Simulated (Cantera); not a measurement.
Standard-state values (1 bar) from the NASA 1993 polynomials, evaluated with Cantera. Values are per mole of reaction as written; species without (g) are pure solids or liquids, kept so even where they would boil at 1 bar.

### Question
Between 300 and 575 K, where is each reaction favourable under standard conditions?
- Ni3S4 + Ni = 4 NiS
- Ni3S4 = S + 3 NiS
- S2(g) + Ni = NiS2

### Answer
- Ni3S4 + Ni = 4 NiS: ΔG° is -49 kJ at 300 K and -47 kJ at 575 K; it stays negative (K > 1). ΔH° is -53 kJ and ΔS° -10 J/K at 575 K.
- Ni3S4 = S + 3 NiS: ΔG° is 36 kJ at 300 K and 34 kJ at 575 K; it stays positive (K < 1). ΔH° is 41 kJ and ΔS° 12 J/K at 575 K.
- S2(g) + Ni = NiS2: ΔG° is -204 kJ at 300 K and -154 kJ at 575 K; it stays negative (K > 1). ΔH° is -257 kJ and ΔS° -180 J/K at 575 K.
